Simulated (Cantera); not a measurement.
Adiabatic ignition

An adiabatic, constant-volume homogeneous reactor starts with C₂H₄ : O₂ : N₂ : H₂O = 1 : 2.73 : 10.3 : 0.5 (molar parts), at 1025 K and 1.01 bar.

Cantera simulation using GRI-Mech 3.0 (53 species, 325 reactions); the numbers are that mechanism's predictions, not measurements. GRI-Mech 3.0 was tuned for natural gas; its chemistry of ethylene as a main component is partial and can be far from experiment.

```csv
t (s),T (K),P (bar),x C₂H₄,x O₂,x H₂O,x HCN,x H₂
1.00e-6,1025,1.01,0.0688,0.188,0.0344,<1e-12,2.37e-12
3.53e-6,1025,1.01,0.0688,0.188,0.0344,<1e-12,8.38e-12
1.25e-5,1025,1.01,0.0688,0.188,0.0344,<1e-12,2.96e-11
4.40e-5,1025,1.01,0.0688,0.188,0.0344,<1e-12,1.05e-10
0.000155,1025,1.01,0.0688,0.188,0.0344,<1e-12,3.69e-10
0.000548,1025,1.01,0.0688,0.188,0.0344,<1e-12,1.30e-9
0.00193,1025,1.01,0.0688,0.188,0.0344,<1e-12,4.60e-9
0.00682,1025,1.01,0.0688,0.188,0.0344,<1e-12,1.63e-8
0.0241,1025,1.01,0.0688,0.188,0.0344,<1e-12,5.82e-8
0.0850,2864,2.99,<1e-12,0.0140,0.132,5.93e-9,0.0180
0.300,2864,2.99,<1e-12,0.0140,0.132,5.93e-9,0.0180
```
x: mole fraction; the columns are a selection and need not sum to one.

The time of steepest temperature rise is 70.0 ms and the temperature at 0.300 s is 2864 K. The equilibrium temperature is 2864 K. The x(C₂H₄) at 0.300 s is <1e-12 (gas-phase equilibrium <1e-12). The x(O₂) at 0.300 s is 0.0140 (gas-phase equilibrium 0.0140) and the x(H₂O) at 0.300 s comes out as 0.132 (gas-phase equilibrium 0.132).
